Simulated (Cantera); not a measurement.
Thermodynamics of carbothermic reduction, feed Fe₃O₄ + CO + H₂

Charge: 1 mol Fe₃O₄, 0.55 mol CO, a varied amount of H₂, at 2398.15 K and 10.0 Torr.

Cantera equilibrium calculation (NASA polynomials, part measured and part estimated; ideal gas, pure solids and liquids). Candidate condensed phases: C, C₆H₆, C₇H₈, C₈H₁₈, Fe, Fe(CO)₅, FeO, Fe(OH)₂, Fe(OH)₃, Fe₂O₃, Fe₃O₄, H₂O; 114 gas species. The tables' stoichiometric FeO is somewhat more stable than real wüstite, so its field is too wide. FeO: taken at fixed stoichiometry. The numbers say what is thermodynamically allowed, not how fast it happens.

```csv
n(H₂) (mol),x H₂,x H₂O,x Fe,x CO₂,x CO,x H,x O₂,x OH,x FeO,x O,n FeO(l)
0.74,0.0539,0.370,0.0776,0.184,0.158,0.0317,0.0447,0.0399,0.0234,0.0157,2.84
2.1,0.147,0.385,0.204,0.0460,0.104,0.0524,0.00649,0.0251,0.0234,0.00599,2.16
3.5,0.176,0.364,0.257,0.0237,0.0675,0.0572,0.00407,0.0217,0.0234,0.00474,1.30
4.9,0.187,0.353,0.283,0.0158,0.0495,0.0591,0.00337,0.0204,0.0234,0.00432,0.414
6.3,0.233,0.334,0.273,0.0104,0.0429,0.0660,0.00194,0.0173,0.0172,0.00328,0
7.6,0.300,0.305,0.245,0.00691,0.0401,0.0747,0.000983,0.0140,0.0110,0.00233,0
9,0.359,0.276,0.220,0.00480,0.0369,0.0818,0.000561,0.0115,0.00744,0.00176,0
10,0.395,0.258,0.204,0.00384,0.0347,0.0858,0.000404,0.0103,0.00587,0.00150,0
12,0.454,0.227,0.179,0.00262,0.0309,0.0920,0.000237,0.00844,0.00394,0.00115,0
13,0.479,0.214,0.168,0.00222,0.0293,0.0945,0.000190,0.00775,0.00332,0.00102,0
15,0.521,0.192,0.151,0.00165,0.0264,0.0985,0.000129,0.00667,0.00245,0.000845,0
```
x: gas mole fraction; n: condensed amount in mol.

From 0.74 mol H₂ to 4.9 mol H₂ the condensed part is FeO(l). From 6.3 mol H₂ to 15 mol H₂ nothing is condensed. The main Fe-bearing gas is Fe throughout.
